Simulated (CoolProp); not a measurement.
Properties of benzene along the isobar 31.2 bar (Tc = 562.0 K, pc = 49.06 bar, ω = 0.211).

Values from CoolProp's reference Helmholtz-energy equation of state, Thol 2012.

```json
[
 {"T (K)": "465.6", "phase": "liquid", "cv (kJ/(kg K))": "1.699", "Joule-Thomson coefficient (K/MPa)": "0.02935", "isothermal compressibility (1/MPa)": "0.005376", "viscosity (µPa s)": "129"},
 {"T (K)": "484.9", "phase": "liquid", "cv (kJ/(kg K))": "1.754", "Joule-Thomson coefficient (K/MPa)": "0.1912", "isothermal compressibility (1/MPa)": "0.007640", "viscosity (µPa s)": "110"},
 {"T (K)": "504.2", "phase": "liquid", "cv (kJ/(kg K))": "1.809", "Joule-Thomson coefficient (K/MPa)": "0.4721", "isothermal compressibility (1/MPa)": "0.01216", "viscosity (µPa s)": "92.8"},
 {"T (K)": "523.5", "phase": "liquid", "cv (kJ/(kg K))": "1.870", "Joule-Thomson coefficient (K/MPa)": "1.119", "isothermal compressibility (1/MPa)": "0.02522", "viscosity (µPa s)": "75.8"},
 {"T (K)": "542.8", "phase": "gas", "cv (kJ/(kg K))": "1.911", "Joule-Thomson coefficient (K/MPa)": "13.81", "isothermal compressibility (1/MPa)": "0.5528", "viscosity (µPa s)": "14.2"},
 {"T (K)": "562.1", "phase": "gas", "cv (kJ/(kg K))": "1.936", "Joule-Thomson coefficient (K/MPa)": "10.90", "isothermal compressibility (1/MPa)": "0.4764", "viscosity (µPa s)": "14.6"},
 {"T (K)": "581.4", "phase": "gas", "cv (kJ/(kg K))": "1.966", "Joule-Thomson coefficient (K/MPa)": "9.048", "isothermal compressibility (1/MPa)": "0.4367", "viscosity (µPa s)": "15.1"},
 {"T (K)": "600.7", "phase": "gas", "cv (kJ/(kg K))": "2.000", "Joule-Thomson coefficient (K/MPa)": "7.733", "isothermal compressibility (1/MPa)": "0.4119", "viscosity (µPa s)": "15.6"},
 {"T (K)": "620", "phase": "gas", "cv (kJ/(kg K))": "2.034", "Joule-Thomson coefficient (K/MPa)": "6.740", "isothermal compressibility (1/MPa)": "0.3949", "viscosity (µPa s)": "16.0"}
]
```

Viscosity comes from a separate model (Avgeri 2014).
